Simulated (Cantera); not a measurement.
Charge: 1 mol PbO, 0.066 mol H₂, a varied amount of N₂, held at 1325 °C and 13300 Pa.

Method: chemical equilibrium by Gibbs-energy minimisation in Cantera with the NASA 1993 tables (ideal gas, pure condensed phases). Candidate condensed phases: H₂O, Pb, PbO, PbO₂, Pb₃O₄; 27 gas species. Gases not in the tables: (PbO)n polymers. Rates play no part.

Q: At 18 mol N₂, list the 5 most abundant gas species with their mole fractions, and the condensed phases.

A: N₂ 0.939, PbO 0.0384, Pb 0.0138, O₂ 0.00499, H₂O 0.00343. Condensed: gas only.
